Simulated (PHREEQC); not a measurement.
# Buffer: speciation

A solution holds 0.0058 mol/kgw KH2PO4, 0.000114 mol/kgw NaOH and 0.00076 mol/kgw KCl, at 20 °C. Closed to the air; pH follows from the charge balance.

All values are PHREEQC results (ion-association model, phreeqc.dat), not measurements.

No solid was allowed to form.

Task: Predict the pH, specific conductance, ionic strength.

Result: pH 5.43; specific conductance 619 µS/cm; ionic strength 0.00680 mol/kgw.

Task: In which forms is P present?

Result: H2PO4- 98 %, HPO4-2 2.1 % of the P.
